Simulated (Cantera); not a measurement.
An isothermal, constant-pressure homogeneous reactor starts with 15.6 % NH3, 84.4 % N2, at 1725 K and 100.0 Torr.

Detailed kinetics in Cantera: the gas-phase N/H chemistry of the illustrative SiF4/NH3 mechanism in the Surface Chemkin manual (1991). Walls and surfaces, which speed up NH3 decomposition in real reactors, are not modelled.

x: mole fraction; the columns are a selection and need not sum to one.

| t (s) | x NH3 | x N2 | x N2H2 | x N2H4 | x NH2 |
|---|---|---|---|---|---|
| 1.00e-6 | 0.156 | 0.844 | <1e-12 | <1e-12 | 7.56e-9 |
| 5.09e-6 | 0.156 | 0.844 | <1e-12 | <1e-12 | 4.96e-8 |
| 2.59e-5 | 0.156 | 0.844 | <1e-12 | <1e-12 | 3.24e-7 |
| 0.000132 | 0.156 | 0.844 | 2.58e-11 | 2.37e-12 | 1.75e-6 |
| 0.000669 | 0.156 | 0.844 | 9.71e-10 | 6.71e-11 | 9.01e-6 |
| 0.00341 | 0.156 | 0.844 | 3.14e-8 | … | 4.53e-5 |
| 0.0173 | 0.156 | 0.844 | 3.67e-7 | 1.74e-8 | 0.000144 |
| 0.0881 | 0.153 | 0.843 | 4.03e-7 | 1.69e-8 | 0.000142 |
| 0.448 | 0.140 | 0.839 | 3.50e-7 | … | 0.000118 |
| 2.28 | 0.0932 | 0.825 | 1.92e-7 | … | 8.03e-5 |
| 11.6 | 0.0210 | 0.804 | 2.55e-8 | 5.69e-10 | 2.61e-5 |
| 59.0 | 0.000652 | 0.797 | 1.83e-10 | 2.46e-12 | 1.72e-6 |
| 300 | 4.77e-5 | 0.797 | 1.31e-12 | <1e-12 | 1.39e-7 |

Task: What belongs in the gaps?

Result: 
- 0.00341, x N2H4: 1.72e-9
- 0.448, x N2H4: 1.17e-8
- 2.28, x N2H4: 5.40e-9
